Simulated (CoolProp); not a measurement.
Properties of m-xylene along the isotherm 44.05 °C.

Model: reference Helmholtz-energy equation of state, Zhou 2012, in CoolProp.

```csv
p (MPa),phase,density (kg/m³),cv (kJ/(kg K)),isothermal compressibility (1/MPa),expansivity (1/kK)
0.631,liquid,843.9,1.366,0.0009857,1.032
1.26,liquid,844.4,1.367,0.0009788,1.028
1.89,liquid,844.9,1.367,0.0009720,1.023
2.52,liquid,845.4,1.367,0.0009654,1.019
3.16,liquid,845.9,1.367,0.0009587,1.014
3.79,liquid,846.4,1.368,0.0009522,1.010
4.42,liquid,847.0,1.368,0.0009459,1.006
5.05,liquid,847.5,1.368,0.0009396,1.002
5.68,liquid,848.0,1.369,0.0009334,0.9974
6.31,liquid,848.5,1.369,0.0009274,0.9934
6.94,liquid,848.9,1.369,0.0009214,0.9894
7.57,liquid,849.4,1.369,0.0009155,0.9854
8.21,liquid,849.9,1.370,0.0009096,0.9814
8.84,liquid,850.4,1.370,0.0009039,0.9776
```
